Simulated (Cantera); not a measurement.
Thermodynamics of boron, boron nitride and boron oxide, feed borazine + N2

A closed system holds: 1 mol borazine, 0.93 mol N2, equilibrated at 18.0 Pa.

Method: chemical equilibrium by Gibbs-energy minimisation in Cantera with the NASA 1993 tables (ideal gas, pure condensed phases). Candidate condensed phases: B, BN; 15 gas species. The feed counts by its element totals alone. The tables' values for BH2 are old estimates; treat these amounts as uncertain. Rates play no part.

```tsv
T (K)	x H2	x N2	x H	x B	x BH2	x BH	n BN(s)	n B(s)
1923	0.711	0.230	0.0592	0.000181	0.000195	6.30e-6	3.00	0
1973	0.497	0.431	0.0709	0.000469	0.000199	1.12e-5	0	3.00
2023	0.476	0.425	0.0976	0.00108	0.000254	2.11e-5	0	2.99
2073	0.449	0.417	0.131	0.00239	0.000315	3.80e-5	0	2.98
2123	0.415	0.407	0.172	0.00508	0.000378	6.58e-5	0	2.97
2173	0.375	0.393	0.220	0.0104	0.000437	0.000109	0	2.93
2223	0.328	0.377	0.273	0.0208	0.000484	0.000175	0	2.86
```
x: gas mole fraction; n: condensed amount in mol.

At 1923 K the condensed part is BN(s). From 1973 K to 2223 K the condensed part is B(s).
